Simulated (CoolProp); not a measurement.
1000 sccm (0 °C, 1 atm) of nitrogen bubbles through liquid octamethylcyclotetrasiloxane (D4) at 362.1 K and leaves saturated at a total pressure of 0.0347 MPa (ideal gas phase). Each further row changes one setting.

Model: reference Helmholtz-energy equation of state, Thol 2015, in CoolProp.

```
case                       vapour pressure (kPa)  mole fraction of vapour  delivery (mg/min)  delivery (sccm)  change of delivery for a bath 1 K warmer (%)
-------------------------  ---------------------  -----------------------  -----------------  ---------------  --------------------------------------------
as stated                                   5.44                    0.157                  ?                ?                                           5.4
bath temperature 367.1 K                       ?                    0.195                  ?              243                                             ?
total pressure 0.0694 MPa                   5.44                   0.0784                  ?                ?                                           5.0
```

**Question.** Some entries are withheld; supply them.

**Answer.** 
- as stated, delivery (mg/min): 2460
- as stated, delivery (sccm): 186
- bath temperature 367.1 K, vapour pressure (kPa): 6.78
- bath temperature 367.1 K, delivery (mg/min): 3210
- bath temperature 367.1 K, change of delivery for a bath 1 K warmer (%): 5.5
- total pressure 0.0694 MPa, delivery (mg/min): 1130
- total pressure 0.0694 MPa, delivery (sccm): 85.1
